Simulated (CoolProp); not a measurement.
Vapour pressure (MPa) of carbon dioxide: the reference equation beside estimates from Tc = 304.1 K, pc = 7.377 MPa, ω = 0.224. Clausius-Clapeyron is anchored at 244.7 K with a constant enthalpy of vaporisation of 13.22 kJ/mol.

The numbers come from the reference Helmholtz-energy equation of state, Span 1996 in CoolProp.

```csv
T (K),reference,Lee-Kesler,Clausius-Clapeyron,van der Waals,Redlich-Kwong,Soave-Redlich-Kwong,Peng-Robinson
232,0.9626,0.9628,(withheld),2.261,1.281,0.9645,0.9545
238.4,1.213,(withheld),1.266,2.572,1.567,1.216,1.202
244.7,1.504,1.501,1.504,2.904,1.889,1.509,1.491
251.1,1.848,(withheld),1.774,3.267,2.261,1.857,1.834
257.4,2.240,2.233,2.072,3.651,2.673,2.255,2.226
263.7,2.690,2.680,2.401,4.063,3.133,2.710,2.677
270.1,3.212,3.199,2.770,4.508,3.651,3.239,3.202
276.4,3.795,3.779,3.168,4.976,(withheld),3.829,3.790
282.8,4.463,4.448,3.608,5.480,4.844,4.504,4.466
289.1,5.205,5.192,4.078,6.005,5.520,5.249,5.215
```

Task: Some entries are withheld; supply them.

Result: 
- 232, Clausius-Clapeyron: 1.054
- 238.4, Lee-Kesler: 1.212
- 251.1, Lee-Kesler: 1.843
- 276.4, Redlich-Kwong: 4.215

Absolute difference from the reference over all 10 rows, mean and median: Lee-Kesler 0.3 and 0.3 %, Clausius-Clapeyron 10.7 and 10.1 %, van der Waals 64.0 and 57.0 %, Redlich-Kwong 18.5 and 17.9 %, Soave-Redlich-Kwong 0.6 and 0.7 %, Peng-Robinson 0.5 and 0.6 %.
